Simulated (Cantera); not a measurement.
Input: 1 mol Si₂Cl₆, a varied amount of H₂, equilibrated at 727 °C and 0.00133 bar.

Method: chemical equilibrium by Gibbs-energy minimisation in Cantera with the NASA 1993 tables (ideal gas, pure condensed phases). Candidate condensed phases: Si; 19 gas species. The feed counts by its element totals alone. The tables' values for SiCl₃ are old estimates; treat these amounts as uncertain. Kinetics and transport are ignored.

log p: log10 of the partial pressure in bar; n: condensed amount in mol.

```json
[
 {"n(H₂) (mol)": "53", "log p H₂": "-2.90", "log p HCl": "-4.30", "log p SiCl₄": "-4.73", "log p SiCl₂": "-5.47", "log p SiHCl₃": "-5.49", "n Si(s)": "0.895"},
 {"n(H₂) (mol)": "75", "log p H₂": "-2.90", "log p HCl": "-4.35", "log p SiCl₄": "-4.96", "log p SiCl₂": "-5.58", "log p SiHCl₃": "-5.65", "n Si(s)": "1.01"},
 {"n(H₂) (mol)": "98", "log p H₂": "-2.89", "log p HCl": "-4.40", "log p SiCl₄": "-5.15", "log p SiCl₂": "-5.68", "log p SiHCl₃": "-5.79", "n Si(s)": "1.12"},
 {"n(H₂) (mol)": "120", "log p H₂": "-2.89", "log p HCl": "-4.44", "log p SiCl₄": "-5.30", "log p SiCl₂": "-5.76", "log p SiHCl₃": "-5.91", "n Si(s)": "1.21"},
 {"n(H₂) (mol)": "140", "log p H₂": "-2.89", "log p HCl": "-4.47", "log p SiCl₄": "-5.43", "log p SiCl₂": "-5.82", "log p SiHCl₃": "-6.00", "n Si(s)": "1.28"},
 {"n(H₂) (mol)": "170", "log p H₂": "-2.89", "log p HCl": "-4.51", "log p SiCl₄": "-5.61", "log p SiCl₂": "-5.91", "log p SiHCl₃": "-6.13", "n Si(s)": "1.38"},
 {"n(H₂) (mol)": "190", "log p H₂": "-2.89", "log p HCl": "-4.54", "log p SiCl₄": "-5.72", "log p SiCl₂": "-5.96", "log p SiHCl₃": "-6.21", "n Si(s)": "1.43"},
 {"n(H₂) (mol)": "210", "log p H₂": "-2.89", "log p HCl": "-4.56", "log p SiCl₄": "-5.82", "log p SiCl₂": "-6.01", "log p SiHCl₃": "-6.29", "n Si(s)": "1.48"},
 {"n(H₂) (mol)": "230", "log p H₂": "-2.88", "log p HCl": "-4.59", "log p SiCl₄": "-5.91", "log p SiCl₂": "-6.06", "log p SiHCl₃": "-6.36", "n Si(s)": "1.52"},
 {"n(H₂) (mol)": "260", "log p H₂": "-2.88", "log p HCl": "-4.62", "log p SiCl₄": "(withheld)", "log p SiCl₂": "-6.13", "log p SiHCl₃": "(withheld)", "n Si(s)": "1.58"},
 {"n(H₂) (mol)": "280", "log p H₂": "-2.88", "log p HCl": "-4.64", "log p SiCl₄": "(withheld)", "log p SiCl₂": "-6.17", "log p SiHCl₃": "(withheld)", "n Si(s)": "1.61"},
 {"n(H₂) (mol)": "300", "log p H₂": "-2.88", "log p HCl": "-4.66", "log p SiCl₄": "-6.22", "log p SiCl₂": "-6.22", "log p SiHCl₃": "-6.59", "n Si(s)": "1.64"}
]
```

Q: Fill in the missing entries.

A: 
- 260, log p SiCl₄: -6.05
- 260, log p SiHCl₃: -6.47
- 280, log p SiCl₄: -6.14
- 280, log p SiHCl₃: -6.53
